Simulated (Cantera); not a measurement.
Input (Python, Cantera) and output of one run.

```python
import numpy as np
import cantera as ct

gas_names = """
    Cu CuO Cu2 N NO NO2 NO3 N2 N2O O O2 O3
""".split()
cond_names = """
    Cu(cr) Cu(L) CuO(s) Cu2O(s) Cu2O(L)
""".split()


# ... load() reads the species with a 1 bar reference pressure and builds the phases ...
atoms = {
    'Cu': {'Cu': 1},
    'O2': {'O': 2},
    'N2': {'N': 2},
}
top_T = {'CuO(s)': 1390}  # K; cautious upper limits of use, not melting points


# ... equilibrate(T, P, feed) seeds the gas with the atoms and calls Mixture.equilibrate('TP', solver="vcs", rtol=1e-11, max_steps=5000) ...
results = []
feed = {'Cu': 1, 'O2': 2.3, 'N2': 110}  # mol
P = 101325  # Pa
for T in [1398, 1423, 1448, 1473, 1498, 1523, 1548, 1573, 1598, 1623, 1648, 1673, 1698]:
    mix = equilibrate(T, P, feed)
    results.append((T, P, feed, dict(zip(mix.species_names, mix.species_moles))))

top = {s: max(r[3][s] / sum(r[3][g] for g in gas_names) for r in results) for s in gas_names}
cols = sorted((s for s in top if top[s] > 1e-06), key=lambda s: -top[s])[:5]
seen = [c for c in cond_names if any(r[3].get(c, 0) > 1e-12 for r in results)]
print("log10 of partial pressures in bar; condensed amounts in mol")
print(f"{'T/K':>10s}" + "".join(f"{s[:9]:>10s}" for s in cols + seen))
for T, P, feed, n in results:
    ng = sum(n[g] for g in gas_names)
    print(f"{T:10.4g}" + "".join(f"{np.log10(max(n[s] / ng * P / 1e5, 1e-99)):10.3f}" for s in cols)
          + "".join(f"{n.get(c, 0):10.4g}" for c in seen))
```

Output:

```
log10 of partial pressures in bar; condensed amounts in mol
       T/K        N2        O2        NO        Cu         O   Cu2O(s)   Cu2O(L)
      1398    -0.002    -1.735    -3.623    -6.696    -6.905       0.5         0
      1423    -0.002    -1.735    -3.563    -6.425    -6.738       0.5         0
      1448    -0.002    -1.736    -3.505    -6.165    -6.578       0.5         0
      1473    -0.002    -1.736    -3.449    -5.913    -6.422    0.4999         0
      1498    -0.002    -1.737    -3.396    -5.670    -6.272    0.4999         0
      1523    -0.002    -1.737    -3.343    -5.440    -6.127         0    0.4998
      1548    -0.002    -1.738    -3.293    -5.231    -5.986         0    0.4997
      1573    -0.002    -1.739    -3.244    -5.029    -5.850         0    0.4995
      1598    -0.002    -1.739    -3.197    -4.833    -5.719         0    0.4992
      1623    -0.002    -1.740    -3.152    -4.644    -5.591         0    0.4987
      1648    -0.002    -1.741    -3.107    -4.461    -5.467         0     0.498
      1673    -0.003    -1.742    -3.064    -4.283    -5.347         0    0.4971
      1698    -0.003    -1.743    -3.023    -4.111    -5.230         0    0.4956
```

Equilibrium computed with Cantera from the NASA thermochemical tables; the gas is ideal and each condensed phase is pure.
